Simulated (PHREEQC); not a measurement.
A column of 0.1 m (30 cells, dispersivity 0.008 m, 3600 s a shift, diffusion coefficient 3e-10 m²/s) holds 0.0058 eq of the database's cation exchanger X per kg of pore water, first in equilibrium with 17 mmol/kgw MnCl2, 40 mmol/kgw KCl and 0.01 mmol/kgw HCl. It is flushed with 0.0012 mol/kgw KBr, 0.00079 mol/kgw SrCl2 and 1e-05 mol/kgw HCl, at 15 °C. Values are for the last cell. The system is closed to CO2. Nothing may precipitate in this run.

Computed with PHREEQC (ion-association model, phreeqc.dat).

```
pore volumes  Br in solution (mol/kgw)  Sr in solution (mol/kgw)  Mn in solution (mol/kgw)  Cl in solution (mol/kgw)  K in solution (mol/kgw)  MnX2 on the exchanger (mol/kgw)  KX on the exchanger (mol/kgw)
------------  ------------------------  ------------------------  ------------------------  ------------------------  -----------------------  -------------------------------  -----------------------------
0                                    0                         0                    0.0170                    0.0740                   0.0400                          0.00116                        0.00349
0.4833                         5.36e-5                   7.96e-6                    0.0162                    0.0708                   0.0385                          0.00117                        0.00346
0.95                          0.000631                   6.67e-5                   0.00761                    0.0360                   0.0212                          0.00139                        0.00296
1.417                          0.00103                   4.09e-5                   0.00219                    0.0117                  0.00823                          0.00168                        0.00230
1.883                          0.00116                   1.85e-5                  0.000751                   0.00404                  0.00365                          0.00188                        0.00183
2.117                          0.00118                   1.54e-5                  0.000568                   0.00276                  0.00276                          0.00196                        0.00163
2.583                          0.00120                   1.83e-5                  0.000523                   0.00185                  0.00195                          0.00211                        0.00124
3.05                           0.00120                   3.70e-5                  0.000585                   0.00165                  0.00159                          0.00212                       0.000955
3.517                          0.00120                  0.000102                  0.000590                   0.00160                  0.00141                          0.00180                       0.000777
3.983                          0.00120                  0.000247                  0.000487                   0.00159                  0.00131                          0.00119                       0.000650
4.45                           0.00120                  0.000433                  0.000326                   0.00159                  0.00126                         0.000649                       0.000563
4.917                          0.00120                  0.000581                  0.000192                   0.00159                  0.00123                         0.000333                       0.000514
5.15                           0.00120                  0.000634                  0.000144                   0.00159                  0.00122                         0.000239                       0.000499
5.617                          0.00120                  0.000704                   7.91e-5                   0.00159                  0.00121                         0.000125                       0.000481
6.083                          0.00120                  0.000743                   4.33e-5                   0.00159                  0.00121                          6.63e-5                       0.000472
6.55                           0.00120                  0.000764                   2.38e-5                   0.00159                  0.00120                          3.58e-5                       0.000467
7.017                          0.00120                  0.000776                   1.31e-5                   0.00159                  0.00120                          1.96e-5                       0.000464
```
